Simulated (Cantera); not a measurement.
A closed system holds: 1 mol CS2, 0.035 mol SO2, 0.25 mol O2, at 2175 °C and 100 Torr.

Method: chemical equilibrium by Gibbs-energy minimisation in Cantera with the NASA 1993 tables (ideal gas, pure condensed phases). Candidate condensed phases: C, S; 22 gas species. Equilibrium is a limit: real reactors are often held back by kinetics, nucleation or transport.

Base state: S2 0.373, CO 0.323, CS 0.137, CS2 0.107, S 0.0586, COS 0.000616 (mole fractions); condensed: gas only.

What changes in the equilibrium state with this change: O2 from 0.25 to 1.1 mol?


```json
[
 {"species": "CO", "before": "0.323", "after": "0.358"},
 {"species": "S2", "before": "0.373", "after": "0.230"},
 {"species": "SO", "before": "3.93e-6", "after": "0.164"},
 {"species": "SO2", "before": "<1e-9", "after": "0.150"},
 {"species": "CS2", "before": "0.107", "after": "1.38e-6"},
 {"species": "CS", "before": "0.137", "after": "2.25e-6"},
 {"species": "CO2", "before": "8.23e-7", "after": "0.0483"},
 {"species": "S", "before": "0.0586", "after": "0.0460"},
 {"species": "O2", "before": "<1e-9", "after": "0.000106"},
 {"species": "O", "before": "5.92e-9", "after": "0.000314"}
]
```
